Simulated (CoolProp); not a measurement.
A Linde-Hampson liquefier for oxygen: isothermal reversible compression at 250 K from 1 atm to 30 MPa, throttling to 1 atm, return gas leaving the recuperator 0 K below the feed. Each further row changes one setting.

Values from CoolProp's reference Helmholtz-energy equation of state, Schmidt 1985.

| case | liquid yield per pass | compression work (kJ/kg of gas) |
|---|---|---|
| as stated | 0.223 | 352 |
| high pressure 60 MPa | … | … |
| warm-end temperature 280 K | … | … |
| warm-end gap 5 K | … | 352 |

Task: Complete the blanks.

Result: 
- high pressure 60 MPa, liquid yield per pass: 0.246
- high pressure 60 MPa, compression work (kJ/kg of gas): 399
- warm-end temperature 280 K, liquid yield per pass: 0.166
- warm-end temperature 280 K, compression work (kJ/kg of gas): 402
- warm-end gap 5 K, liquid yield per pass: 0.213
